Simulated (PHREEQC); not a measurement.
Solution (25 °C): 0.0061 mol HF, 0.00023 mol NH4F and 4e-05 mol H2SO4 per kg of water. Closed to the air; pH follows from the charge balance.

Computed with PHREEQC (ion-association model, phreeqc.dat).

Precipitation was switched off in this run.

Question: Order these F species by the share of F that they hold, largest first: HF, HF2-, F-.

Answer: HF (70 %), F- (29 %), HF2- (0.99 %)

Question: Order these S species by the share of S that they hold, largest first: HSO4-, SO4-2, NH4SO4-.

Answer: SO4-2 (88 %), HSO4- (12 %), NH4SO4- (0.21 %)

The pH is 2.78 and the ionic strength 0.00200 mol/kgw.
